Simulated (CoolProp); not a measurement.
Values from CoolProp's reference Helmholtz-energy equation of state, Thol 2018.

### Question
Give the vapour pressure (MPa), liquid density (kg/m³), vapour density (kg/m³), liquid cp (kJ/(kg K)) of saturated hydrogen chloride at 235.7, 278.7 K.

### Answer
```csv
T (K),p (MPa),liquid density (kg/m³),vapour density (kg/m³),liquid cp (kJ/(kg K))
235.7,0.838,1060,17.7,1.75
278.7,2.99,905,65.2,2.12
```
